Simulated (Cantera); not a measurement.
A perfectly stirred reactor is fed with CH3OH : O2 : N2 = 0.021 : 0.026 : 1 (molar parts), equivalence ratio 1.2, at 7500 Torr; it is held at 1450 K, and followed from long to short residence time.

Computed with Cantera and GRI-Mech 3.0 (53 species, 325 reactions). GRI-Mech 3.0 was tuned for natural gas; its chemistry of methanol as a main component is partial and can be far from experiment. The temperature is held fixed by assumption; the heat of reaction is taken as removed at once.

| quantity | before | after |
|---|---|---|
| x(CH3OH) at τ = 1.90 s | 3.83e-7 | 2.32e-7 |
| x(O2) at τ = 1.90 s | 1.13e-5 | 7.93e-6 |
| x(CO) at τ = 1.90 s | 0.00523 | 0.00569 |
| x(H) at τ = 1.90 s | 1.74e-5 | 2.07e-5 |
| x(HO2) at τ = 1.90 s | 3.17e-8 | 1.15e-8 |
| x(CH3OH) at τ = 52.0 ms | 3.18e-6 | 1.55e-6 |
| x(O2) at τ = 52.0 ms | 9.30e-5 | 5.40e-5 |
| x(CO) at τ = 52.0 ms | 0.00548 | 0.00579 |
| x(H) at τ = 52.0 ms | 7.68e-5 | 0.000114 |
| x(HO2) at τ = 52.0 ms | 3.23e-7 | 1.30e-7 |

**Question.** What was changed between the two runs?
A. pressure from 7500 Torr to 2700 Torr
B. pressure from 7500 Torr to 660 Torr
C. temperature 1450 to 1600 K
D. pressure from 7500 Torr to 1350 Torr

**Answer.** C, temperature 1450 to 1600 K
